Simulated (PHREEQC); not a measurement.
Dissolve 25 mmol/kgw KI and 94 mmol/kgw FeCl2 at 25 °C. Closed to the air; pH follows from the charge balance.

All values are PHREEQC results (ion-association model, wateq4f.dat), not measurements.

This is a speciation only: nothing precipitates in the calculation.

### Question
Estimate the pH, activity of water.

### Answer
pH 5.53; activity of water 0.994.

### Question
In which forms is Fe present?

### Answer
Fe+2 93 %, FeCl+ 6.5 % of the Fe.
